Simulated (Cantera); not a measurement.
Feed: 1 mol Ta2O5, 2.7 mol CO, at 1350 °C and 2200 Pa.

Equilibrium computed with Cantera from the NASA thermochemical tables; the gas is ideal and each condensed phase is pure. Candidate condensed phases: C, Ta, TaC, Ta2O5; 15 gas species. Mutual solubility and eutectic melting of coexisting phases are not modelled. TaC: taken at fixed stoichiometry. Condensed phases not in the tables: Ta2C. Equilibrium is a limit: real reactors are often held back by kinetics, nucleation or transport.

Problem. What is the equilibrium state?

Solution. x(CO): 0.999
x(CO2): 0.000691
n(TaC(s)): 0.000533 mol
n(Ta2O5(s)): 1.000 mol
gas amount: 2.699 mol
log10 activity of C(graphite) (absent): -2.11
log10 activity of Ta(s) (absent): -2.41
